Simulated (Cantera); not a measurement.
What does this Cantera script print?

```python
import numpy as np
import cantera as ct

gas = ct.Solution("gri30.yaml")
gas.TPX = 1425, 2666, {'CH4': 1, 'N2': 200}
reactor = ct.IdealGasConstPressureReactor(gas, energy="off", clone=False)
net = ct.ReactorNet([reactor])
net.rtol, net.atol = 1e-08, 1e-18
show = ['CH4', 'C2H2', 'C2H', 'H2', 'CH2', 'C2H4', 'CH3']
times = np.geomspace(0.0003, 40, 13)

steps = ct.SolutionArray(gas, extra=["t"])
rows = []
print(f"{'t/s':>10s}{'T/K':>9s}{'P/Pa':>11s}" + "".join(f"{s:>11s}" for s in show))
for t in times:
    while net.time < t:
        t_next = net.step()
        steps.append(gas.state, t=t_next)
    rows.append([np.interp(t, steps.t, y) for y in (steps.T, steps.P, *steps(*show).X.T)])
    print(f"{t:10.3e}{rows[-1][0]:9.1f}{rows[-1][1]:11.4g}" + "".join(f"{x:11.3e}" for x in rows[-1][2:]))
rate = np.gradient(steps.T, steps.t)
print("integrator steps:", len(steps.t))
if steps.T.max() > steps.T[0] + 200:
    print(f"time of steepest temperature rise: {steps.t[rate.argmax()]:.4e} s")
gas.TPX = 1425, 2666, {'CH4': 1, 'N2': 200}
gas.equilibrate("TP")
print(f"equilibrium (TP): T = {gas.T:.1f} K  " + "  ".join(f"{s} {gas[s].X[0]:.3e}" for s in show))
```

It prints:

```
       t/s      T/K       P/Pa        CH4       C2H2        C2H         H2        CH2       C2H4        CH3
 3.000e-04   1425.0       2666  4.975e-03  1.181e-21  5.733e-31  6.457e-10  1.488e-16  4.649e-17  3.173e-09
 8.020e-04   1425.0       2666  4.975e-03  9.893e-20  2.200e-28  3.457e-09  2.213e-15  1.513e-15  1.021e-08
 2.144e-03   1425.0       2666  4.975e-03  8.397e-18  6.580e-26  1.403e-08  2.199e-14  4.653e-14  3.210e-08
 5.733e-03   1425.0       2666  4.975e-03  5.831e-16  1.312e-23  4.422e-08  1.352e-13  1.146e-12  9.250e-08
 1.533e-02   1425.0       2666  4.975e-03  3.410e-14  2.116e-21  1.251e-07  7.189e-13  2.422e-11  2.541e-07
 4.097e-02   1425.0       2666  4.974e-03  1.825e-12  3.050e-19  3.420e-07  4.174e-12  4.777e-10  6.853e-07
 1.095e-01   1425.0       2666  4.973e-03  9.497e-11  4.199e-17  9.368e-07  2.650e-11  9.137e-09  1.829e-06
 2.929e-01   1425.0       2666  4.970e-03  4.853e-09  5.100e-15  2.810e-06  1.706e-10  1.682e-07  4.801e-06
 7.830e-01   1425.0       2666  4.956e-03  2.400e-07  3.277e-13  1.291e-05  1.014e-09  2.833e-06  1.214e-05
 2.093e+00   1425.0       2666  4.849e-03  1.056e-05  9.615e-12  1.198e-04  4.639e-09  3.610e-05  2.708e-05
 5.596e+00   1425.0       2666  4.202e-03  2.299e-04  1.376e-10  9.786e-04  8.317e-09  1.341e-04  3.391e-05
 1.496e+01   1425.0       2666  3.068e-03  8.828e-04  3.899e-10  2.768e-03  5.307e-09  5.372e-05  2.213e-05
 4.000e+01   1425.0       2666  1.842e-03  1.536e-03  6.471e-10  4.646e-03  3.316e-09  1.516e-05  1.320e-05
integrator steps: 861
equilibrium (TP): T = 1425.0 K  CH4 3.495e-07  C2H2 1.067e-04  C2H 6.010e-11  H2 7.423e-03  CH2 1.252e-12  C2H4 1.311e-08  CH3 3.425e-09
```

Cantera simulation using GRI-Mech 3.0 (53 species, 325 reactions); the numbers are that mechanism's predictions, not measurements. GRI-Mech 3.0 stops at C3 and has no aromatics, soot or wall deposition, so with more carbon than oxygen in the feed, carbon stays in small species such as C2H2 where larger ones or solid carbon would form. Radical loss at walls, strong at low pressure, is not modelled.
